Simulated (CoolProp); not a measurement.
Properties of carbonyl sulfide along the isobar 3980 kPa.

Model: reference Helmholtz-energy equation of state, Lemmon 2006, in CoolProp. It is a short technical equation, of lower accuracy than the large ones.

```json
[
 {"T (°C)": "-115.05", "phase": "liquid", "density (kg/m³)": "1309", "cp (kJ/(kg K))": "1.184", "isothermal compressibility (1/MPa)": "0.0006421", "fugacity coefficient": "0.0003395"},
 {"T (°C)": "-96.65", "phase": "liquid", "density (kg/m³)": "1273", "cp (kJ/(kg K))": "1.164", "isothermal compressibility (1/MPa)": "0.0007690", "fugacity coefficient": "0.001734"},
 {"T (°C)": "-78.15", "phase": "liquid", "density (kg/m³)": "1237", "cp (kJ/(kg K))": "1.159", "isothermal compressibility (1/MPa)": "0.0009294", "fugacity coefficient": "0.006276"},
 {"T (°C)": "-59.75", "phase": "liquid", "density (kg/m³)": "1200", "cp (kJ/(kg K))": "1.166", "isothermal compressibility (1/MPa)": "0.001135", "fugacity coefficient": "0.01748"},
 {"T (°C)": "-41.25", "phase": "liquid", "density (kg/m³)": "1161", "cp (kJ/(kg K))": "1.183", "isothermal compressibility (1/MPa)": "0.001408", "fugacity coefficient": "0.04039"},
 {"T (°C)": "-22.75", "phase": "liquid", "density (kg/m³)": "1121", "cp (kJ/(kg K))": "1.209", "isothermal compressibility (1/MPa)": "0.001783", "fugacity coefficient": "0.08054"},
 {"T (°C)": "-4.35", "phase": "liquid", "density (kg/m³)": "1078", "cp (kJ/(kg K))": "1.246", "isothermal compressibility (1/MPa)": "0.002317", "fugacity coefficient": "0.1426"},
 {"T (°C)": "14.15", "phase": "liquid", "density (kg/m³)": "1031", "cp (kJ/(kg K))": "1.297", "isothermal compressibility (1/MPa)": "0.003138", "fugacity coefficient": "0.2311"},
 {"T (°C)": "32.65", "phase": "liquid", "density (kg/m³)": "978.8", "cp (kJ/(kg K))": "1.371", "isothermal compressibility (1/MPa)": "0.004510", "fugacity coefficient": "0.3470"},
 {"T (°C)": "51.05", "phase": "liquid", "density (kg/m³)": "918.1", "cp (kJ/(kg K))": "1.491", "isothermal compressibility (1/MPa)": "0.007147", "fugacity coefficient": "0.4882"},
 {"T (°C)": "69.55", "phase": "liquid", "density (kg/m³)": "840.5", "cp (kJ/(kg K))": "1.741", "isothermal compressibility (1/MPa)": "0.01406", "fugacity coefficient": "0.6518"}
]
```
